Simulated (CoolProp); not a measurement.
R141b along the isobar 0.151 MPa: Z from the reference equation and from simpler models built on Tc = 477.5 K, pc = 4.212 MPa, ω = 0.220; each cubic takes its own stable root.

Model: reference Helmholtz-energy equation of state, Lemmon 2006, in CoolProp. It is a short technical equation, of lower accuracy than the large ones.

```
T (K)   phase  reference  van der Waals  Redlich-Kwong  Soave-Redlich-Kwong
-----  ------  ---------  -------------  -------------  -------------------
211.5  liquid   0.007209              …       0.008044             0.007952
224    liquid   0.006918        0.01146       0.007706             0.007603
236.6  liquid   0.006660        0.01101       0.007411             0.007296
249.1  liquid   0.006433         0.9507       0.007156             0.007030
261.6  liquid   0.006233              …       0.006936             0.006798
274.1  liquid   0.006056         0.9604       0.006745                    …
286.6  liquid          …         0.9643              …             0.006423
299.2  liquid   0.005762         0.9676       0.006446             0.006274
311.7  liquid          …              …         0.9588                    …
324.2     gas     0.9535         0.9731         0.9631               0.9597
336.7     gas     0.9601         0.9754         0.9668               0.9639
```

Question: Fill in the missing entries.

Answer: 
- 211.5, van der Waals: 0.01197
- 261.6, van der Waals: 0.9559
- 274.1, Soave-Redlich-Kwong: 0.006597
- 286.6, reference: 0.005900
- 286.6, Redlich-Kwong: 0.006583
- 311.7, reference: 0.005644
- 311.7, van der Waals: 0.9706
- 311.7, Soave-Redlich-Kwong: 0.006150

At some of these states van der Waals, Redlich-Kwong gives the other phase, because its saturation line lies elsewhere.
